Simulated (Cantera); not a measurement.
Charge: 1 mol SiCl₄, 0.033 mol C₃H₈, 3.6 mol H₂, held at 2100 °C and 165 Torr.

Equilibrium computed with Cantera from the NASA thermochemical tables; the gas is ideal and each condensed phase is pure. Candidate condensed phases: C, C₆H₆, C₇H₈, C₈H₁₈, Si, SiC; 109 gas species. The tables' values for SiCl, SiCl₃ are old estimates; treat these amounts as uncertain. Gases not in the tables: Si₂H₆ and higher silanes. Equilibrium is a limit: real reactors are often held back by kinetics, nucleation or transport.

Base state: H₂ 0.444, HCl 0.367, SiCl₂ 0.146, H 0.0199, Cl 0.0117, SiCl 0.00393, SiCl₃ 0.00290, Si 0.00234 (mole fractions); condensed: SiC(s).

Task: What changes in the equilibrium state with this change: H₂ from 3.6 to 1800 mol?

Result: 
```csv
species,before,after
H₂,0.444,0.968
H,0.0199,0.0293
HCl,0.367,0.00214
SiCl₂,0.146,4.29e-7
Cl,0.0117,4.63e-5
Si,0.00234,0.000440
SiCl₃,0.00290,<1e-9
SiCl₄,4.09e-5,<1e-9
SiHCl₃,3.60e-5,<1e-9
SiCl,0.00393,2.92e-6
"SiC(s), mol",0.0844,0
```
